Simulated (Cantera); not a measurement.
Input: 1 mol MgCO₃, 2.4 mol SO₂, 4.8 mol CO₂, 3.1 mol SO₃, at 1775 K and 90.0 Torr.

Method: chemical equilibrium by Gibbs-energy minimisation in Cantera with the NASA 1993 tables (ideal gas, pure condensed phases). Candidate condensed phases: C, Mg, MgCO₃, MgO, MgS, MgSO₄, S; 26 gas species. Equilibrium is a limit: real reactors are often held back by kinetics, nucleation or transport.

Base state: CO₂ 0.451, SO₂ 0.427, O₂ 0.121, CO 0.000593, SO₃ 0.000591, O 9.60e-5, SO 5.30e-5 (mole fractions); condensed: MgO(s).

### Question
What changes in the equilibrium state with this change: SO₃ from 3.1 to 0.12 mol?

### Answer
```csv
species,before,after
CO₂,0.451,0.688
SO₂,0.427,0.300
O₂,0.121,0.00882
CO,0.000593,0.00334
SO₃,0.000591,0.000112
O,9.60e-5,2.60e-5
SO,5.30e-5,0.000138
"MgO(s), mol",1.00,1.00
```

### Question
What changes in the equilibrium state with this change: SO₃ from 3.1 to 0.11 mol?

### Answer
```json
[
 {"species": "CO₂", "before": "0.451", "after": "0.689"},
 {"species": "SO₂", "before": "0.427", "after": "0.299"},
 {"species": "O₂", "before": "0.121", "after": "0.00829"},
 {"species": "CO", "before": "0.000593", "after": "0.00345"},
 {"species": "SO₃", "before": "0.000591", "after": "0.000108"},
 {"species": "O", "before": "9.60e-5", "after": "2.52e-5"},
 {"species": "MgO(s), mol", "before": "1.00", "after": "1.00"}
]
```
